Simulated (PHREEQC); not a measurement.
Consider water at 20 °C with 0.22 mol KOH, 0.0007 mol K2SO4 and 0.0044 mol CO2 per kg of water. Closed to the air; pH follows from the charge balance.

Model: ion-association model, wateq4f.dat, run in PHREEQC.

Problem. The ionic strength comes out as 0.226 mol/kgw. What activity coefficients do KSO4-, HCO3-, CO3-2, SO4-2, OH- get?

Solution. KSO4- 0.74, HCO3- 0.74, CO3-2 0.30, SO4-2 0.28, OH- 0.70.

No solid was allowed to form.
